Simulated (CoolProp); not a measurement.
Vapour-liquid equilibrium of R114 (1) + benzene (2) at 339.4 K; x and y are mole fractions of (1).

Values from CoolProp's multi-fluid Helmholtz-energy mixture model, Platzer 1990 and Thol 2012; pair parameters Bell 2016. This equation is an older, rougher fit; its heat capacities, sound speeds and derivatives of the liquid may be far off and weren't checked against measurements.

| x | bubble pressure, mixture model (bar) | bubble pressure, Raoult's law (bar) | y, mixture model | y, Raoult's law |
|---|---|---|---|---|
| 0.05 | 1.421 | 0.9544 | 0.553 | 0.354 |
| 0.2 | 2.982 | 1.871 | 0.803 | 0.723 |
| 0.35 | 3.895 | 2.789 | 0.861 | 0.849 |
| 0.5 | 4.540 | 3.706 | 0.893 | 0.912 |
| 0.65 | 5.120 | 4.623 | 0.919 | 0.951 |
| 0.8 | 5.745 | 5.540 | 0.948 | 0.977 |
| 0.95 | 6.484 | 6.457 | 0.985 | 0.995 |

The largest gap from Raoult's law is +59.4 % in bubble pressure, at x = 0.2. No azeotrope shows between x = 0.05 and 0.95.

The pair parameters rest on a limited set of measurements; away from them the model extrapolates. With so large a gap from Raoult's law the liquid may split in two, which this calculation doesn't test in full.
